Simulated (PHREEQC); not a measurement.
0.21 g of hydrous ferric oxide (600 m²/g; 0.2 weak and 0.005 strong sites per Fe, Dzombak-Morel constants, diffuse double layer) in 1 kg of water with 0.05 mol/kgw of an inert sodium salt and 2.3e-06 mol/kgw Ag2SO4, at 25 °C; the pH is set by adding NaOH or the inert anion's acid. Oxygen alone is held at its pressure in air (log pO2 = -0.68). No CO2 enters from the air. Precipitation was switched off in this run.

Base run: PHREEQC, ion-association model, wateq4f.dat. Each further column changes one thing. The table gives Ag sorbed (%).

| pH | base | no electrostatic term (-no_edl) | background salt from 0.05 to 0.005 mol/kgw | oxide from 0.21 to 1.1 g/kgw | 0.0006 mol/kgw CuCl2 added |
|---|---|---|---|---|---|
| 4 | 0.0 | 0.0 | 0.1 | 0.2 | 0.0 |
| 4.5 | 0.2 | 0.0 | 0.4 | 1.1 | 0.0 |
| 5 | 0.9 | 0.0 | 1.4 | 4.5 | 0.0 |
| 6 | 10.8 | 0.9 | 13.0 | 39.3 | 0.0 |
| 6.5 | 27.8 | 7.4 | 30.9 | 68.2 | 0.1 |
| 7 | 52.9 | 35.3 | 55.9 | 87.3 | 0.1 |
| 7.5 | 76.2 | 72.1 | 78.2 | 95.6 | 0.2 |
| 8.5 | 96.6 | 96.3 | 97.0 | 99.5 | 2.3 |
| 9 | 98.9 | 98.2 | 99.0 | 99.9 | 7.0 |
| 9.5 | 99.6 | 98.7 | 99.7 | 100.0 | 19.3 |
| 10 | 99.9 | 98.9 | 99.9 | 100.0 | 42.6 |
| 11 | 100.0 | 98.9 | 100.0 | 100.0 | 87.4 |
| 11.5 | 100.0 | 98.6 | 100.0 | 100.0 | 95.3 |
| 12 | 100.0 | 97.2 | 100.0 | 100.0 | 97.8 |

 In at least one series the solution becomes supersaturated in solids that the run did not let form, among them Cu(OH)2, Brochantite, Antlerite, Atacamite, Cerargyrite. The database's constant for dissolved Cu(OH)2 is higher than later reviews accept.
